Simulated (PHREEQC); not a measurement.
Make-up at 29 °C: 5.2 mmol/kgw NaH2PO4, 29 mmol/kgw Na2SO4 and 0.066 mmol/kgw NaCl. Closed to the air; pH follows from the charge balance.

All values are PHREEQC results (ion-association model, phreeqc.dat), not measurements.

This is a speciation only: nothing precipitates in the calculation.

**Question.** Estimate the pH, density.

**Answer.** pH 4.83; density 1.000 g/cm³.

**Question.** In which forms is Na present?

**Answer.** Na+ 95 %, NaSO4- 4.9 % of the Na.
